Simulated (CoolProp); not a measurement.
Saturated liquid density (kg/m³) of neopentane: the reference equation beside estimates from Tc = 160.6 °C, pc = 3196 kPa, ω = 0.196. Rackett uses Z = 0.29056 − 0.08775 ω.

Values from CoolProp's reference Helmholtz-energy equation of state, Lemmon 2006. It is a short technical equation, of lower accuracy than the large ones.

```csv
T (°C),reference,Rackett,Redlich-Kwong,Soave-Redlich-Kwong
20.55,589.3,598.3,541.8,556.7
28.55,580.4,589.0,531.6,547.1
36.45,571.4,___,521.3,537.2
44.45,562.1,569.7,510.3,526.6
52.35,552.5,559.7,499.0,515.7
60.35,542.4,549.2,___,504.0
68.25,532.0,538.4,474.8,491.9
76.25,521.0,___,461.7,478.8
84.25,509.4,515.2,447.9,465.0
92.15,497.3,502.9,433.5,450.4
100.15,484.2,489.6,418.1,434.6
108.05,470.3,475.6,401.8,417.8
116.05,455.0,460.3,384.0,399.3
123.95,438.3,443.7,364.9,379.2
131.95,419.3,___,343.4,356.4
```

Question: What belongs in the gaps?

Answer: 
- 36.45, Rackett: 579.5
- 60.35, Redlich-Kwong: 487.1
- 76.25, Rackett: 527.1
- 131.95, Rackett: 424.8

Absolute difference from the reference over all 15 rows, mean and median: Rackett 1.3 and 1.2 %, Redlich-Kwong 12.0 and 11.4 %, Soave-Redlich-Kwong 8.9 and 8.1 %.
